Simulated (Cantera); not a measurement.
An adiabatic, constant-pressure homogeneous reactor starts with H2 : O2 : N2 : H2O = 1 : 0.357 : 2.43 : 0.35 (molar parts), equivalence ratio 1.4, at 1175 K and 760 Torr. Integrator tolerance rtol = 1e-08.

Detailed kinetics in Cantera: the H2/O2 subset of GRI-Mech 3.0, which has no nitrogen chemistry.

**Question.** What does this change do: pressure from 760 Torr to 1200 Torr?

**Answer.** 
| quantity | before | after |
|---|---|---|
| time of steepest temperature rise | 94.5 µs | 71.0 µs |
| temperature at 0.300 s | 2340 K | 2346 K |
| equilibrium temperature | 2340 K | 2346 K |
| x(H2) at 0.300 s | 0.0751 (gas-phase equilibrium 0.0751) | 0.0752 (gas-phase equilibrium 0.0752) |
| x(O2) at 0.300 s | 9.23e-5 (gas-phase equilibrium 9.23e-5) | 6.28e-5 (gas-phase equilibrium 6.28e-5) |
| x(H2O) at 0.300 s | 0.278 (gas-phase equilibrium 0.278) | 0.279 (gas-phase equilibrium 0.279) |
| x(H2O2) at 0.300 s | 1.31e-8 (gas-phase equilibrium 1.31e-8) | 1.39e-8 (gas-phase equilibrium 1.39e-8) |
| x(O) at 0.300 s | 5.98e-5 (gas-phase equilibrium 5.98e-5) | 4.06e-5 (gas-phase equilibrium 4.06e-5) |
